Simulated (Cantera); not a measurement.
A freely propagating, adiabatic, planar premixed flame of H₂ : O₂ : N₂ = 1 : 0.25 : 0.94 (molar parts), unburnt at 575 K and 1.09 atm; mixture-averaged transport, grid criteria slope 0.08 and curve 0.16, no radiation.

Computed with Cantera and the H2/O2 subset of GRI-Mech 3.0, which has no nitrogen chemistry. Burning velocities carry a grid error of a few per cent, more on coarse grids.

Problem. How do the results move with these cheaper or finer settings: unity-Lewis-number transport; multicomponent transport; multicomponent+Soret transport; grid criteria slope 0.5, curve 1; grid criteria slope 0.25, curve 0.5; grid criteria slope 0.03, curve 0.06?

Solution. 
```tsv
setting	laminar burning velocity	thermal thickness	peak x(H)	peak x(HO₂)	grid points
as above	845 cm/s	0.395 mm	0.0910	0.000294	135
unity-Lewis-number transport	515 cm/s	0.345 mm	0.0918	0.000231	120
multicomponent transport	824 cm/s	0.396 mm	0.0907	0.000293	136
multicomponent+Soret transport	796 cm/s	0.388 mm	0.0896	0.000296	136
grid criteria slope 0.5, curve 1	955 cm/s	0.553 mm	0.0904	0.000268	39
grid criteria slope 0.25, curve 0.5	880 cm/s	0.442 mm	0.0909	0.000289	62
grid criteria slope 0.03, curve 0.06	836 cm/s	0.383 mm	0.0907	0.000296	297
```
Unity Lewis numbers drop preferential diffusion, which matters most where H2 and H carry the flame; Soret adds thermal diffusion.
